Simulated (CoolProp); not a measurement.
A single-stage vapour-compression cycle with R410A: evaporating at 225.15 K (dew point), condensing at 280.15 K (bubble point), superheat 5 K, subcooling 5 K, compressor efficiency 0.75, no pressure losses. Each further row changes one setting.

Values from CoolProp's reference Helmholtz-energy equation of state, Lemmon 2003. It is a pseudo-pure fit of the blend.

```csv
case,cooling COP,pressure ratio,discharge temperature (K),refrigerating effect (kJ/kg),volumetric capacity (kJ/m³)
as stated,2.45,8.30,342.9,202,962
evaporating temperature 230.15 K,?,6.53,335.5,205,1220
condensing temperature 275.15 K,2.77,?,334.0,210,998
subcooling 10 K,2.54,8.30,342.9,210,998
superheat 15 K,2.43,8.30,355.4,210,951
compressor efficiency 0.65,?,8.30,355.9,202,962
```

What belongs in the gaps?


- evaporating temperature 230.15 K, cooling COP: 2.82
- condensing temperature 275.15 K, pressure ratio: 7.12
- compressor efficiency 0.65, cooling COP: 2.13
